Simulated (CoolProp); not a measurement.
Methanol along the isobar 44.7 MPa: Z from the reference equation and from simpler models built on Tc = 513.4 K, pc = 8.216 MPa, ω = 0.565; each cubic takes its own stable root.

Values from CoolProp's reference Helmholtz-energy equation of state, de Reuck 1993.

```json
[
 {"T (K)": "206.2", "phase": "liquid", "reference": "0.9304", "van der Waals": "1.895", "Redlich-Kwong": "1.297", "Soave-Redlich-Kwong": "1.262", "Peng-Robinson": "1.129"},
 {"T (K)": "230.4", "phase": "liquid", "reference": "0.8524", "van der Waals": "1.722", "Redlich-Kwong": "1.183", "Soave-Redlich-Kwong": "1.146", "Peng-Robinson": "1.025"},
 {"T (K)": "254.6", "phase": "liquid", "reference": "0.7896", "van der Waals": "1.583", "Redlich-Kwong": "1.093", "Soave-Redlich-Kwong": "1.054", "Peng-Robinson": "0.9418"},
 {"T (K)": "278.8", "phase": "liquid", "reference": "0.7378", "van der Waals": "1.470", "Redlich-Kwong": "1.021", "Soave-Redlich-Kwong": "0.9807", "Peng-Robinson": "0.8753"},
 {"T (K)": "303", "phase": "liquid", "reference": "0.6946", "van der Waals": "1.375", "Redlich-Kwong": "0.9617", "Soave-Redlich-Kwong": "0.9211", "Peng-Robinson": "0.8215"},
 {"T (K)": "327.2", "phase": "liquid", "reference": "0.6583", "van der Waals": "1.296", "Redlich-Kwong": "0.9136", "Soave-Redlich-Kwong": "0.8728", "Peng-Robinson": "0.7780"},
 {"T (K)": "351.4", "phase": "liquid", "reference": "0.6279", "van der Waals": "1.229", "Redlich-Kwong": "0.8741", "Soave-Redlich-Kwong": "0.8340", "Peng-Robinson": "0.7430"},
 {"T (K)": "375.6", "phase": "liquid", "reference": "0.6027", "van der Waals": "1.172", "Redlich-Kwong": "0.8419", "Soave-Redlich-Kwong": "0.8032", "Peng-Robinson": "0.7154"},
 {"T (K)": "399.8", "phase": "liquid", "reference": "0.5822", "van der Waals": "1.123", "Redlich-Kwong": "0.8159", "Soave-Redlich-Kwong": "0.7798", "Peng-Robinson": "0.6945"},
 {"T (K)": "424", "phase": "liquid", "reference": "0.5660", "van der Waals": "1.081", "Redlich-Kwong": "0.7953", "Soave-Redlich-Kwong": "0.7630", "Peng-Robinson": "0.6799"},
 {"T (K)": "448.2", "phase": "liquid", "reference": "0.5540", "van der Waals": "1.045", "Redlich-Kwong": "0.7794", "Soave-Redlich-Kwong": "0.7527", "Peng-Robinson": "0.6714"},
 {"T (K)": "472.4", "phase": "liquid", "reference": "0.5462", "van der Waals": "1.014", "Redlich-Kwong": "0.7678", "Soave-Redlich-Kwong": "0.7488", "Peng-Robinson": "0.6690"},
 {"T (K)": "496.6", "phase": "liquid", "reference": "0.5429", "van der Waals": "0.9875", "Redlich-Kwong": "0.7601", "Soave-Redlich-Kwong": "0.7513", "Peng-Robinson": "0.6731"}
]
```
